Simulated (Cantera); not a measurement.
Charge: 1 mol MgO, 5.6 mol CO, 5.7 mol H₂, 0.52 mol CH₄, equilibrated at 0.440 bar.

These are equilibrium values from Cantera (NASA tables, ideal gas, pure condensed phases), not measurements of a reactor. Candidate condensed phases: C, C₆H₆, C₇H₈, C₈H₁₈, H₂O, Mg, MgCO₃, MgO, Mg(OH)₂; 116 gas species. Kinetics and transport are ignored.

**Question.** At 975 K, list the 5 most abundant gas species with their mole fractions, and the condensed phases.

**Answer.** H₂ 0.530, CO 0.353, CO₂ 0.0525, H₂O 0.0494, CH₄ 0.0155. Condensed: C(graphite) + MgO(s).
